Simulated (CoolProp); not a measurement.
Model: reference Helmholtz-energy equation of state, Lemmon 2006, in CoolProp. It is a short technical equation, of lower accuracy than the large ones.

### Question
For R142b, give the phase and the cp (kJ/(kg K)) at 196.85 °C and 0.216 MPa.

### Answer
- 196.85 °C and 0.216 MPa: gas; cp 1.09
